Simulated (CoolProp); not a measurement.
Vapour-liquid equilibrium of R143a (1) + R1234yf (2) at 305.5 K; x and y are mole fractions of (1).

Values from CoolProp's multi-fluid Helmholtz-energy mixture model, Lemmon and Jacobsen 2000 and Lemmon 2022; pair parameters Bell 2016.

```
x      bubble pressure (MPa)  y at the bubble point  dew pressure at overall composition x (MPa)  liquid density (mol/L)
-----  ---------------------  ---------------------  -------------------------------------------  ----------------------
0.05                  0.8711                      …                                       0.8571                   9.390
0.125                 0.9246                  0.189                                       0.8925                   9.479
0.2                   0.9772                  0.287                                       0.9302                   9.570
0.275                  1.029                  0.376                                       0.9706                       …
0.35                   1.080                  0.458                                        1.014                   9.759
0.425                  1.131                  0.533                                        1.059                   9.857
0.5                    1.182                  0.604                                        1.108                   9.956
0.575                  1.232                  0.671                                        1.161                   10.06
0.65                   1.283                      …                                        1.216                       …
0.725                      …                  0.795                                        1.275                   10.27
0.8                    1.384                  0.854                                        1.337                   10.38
0.875                  1.435                  0.910                                            …                   10.49
0.95                   1.486                  0.964                                        1.473                       …
```

Question: Complete the blanks.

Answer: 
- 0.05, y at the bubble point: 0.080
- 0.275, liquid density (mol/L): 9.664
- 0.65, y at the bubble point: 0.735
- 0.65, liquid density (mol/L): 10.16
- 0.725, bubble pressure (MPa): 1.333
- 0.875, dew pressure at overall composition x (MPa): 1.403
- 0.95, liquid density (mol/L): 10.60

No azeotrope shows between x = 0.05 and 0.95.

Pair parameters are fitted to limited data, so mixtures are less certain than the pure fluids.
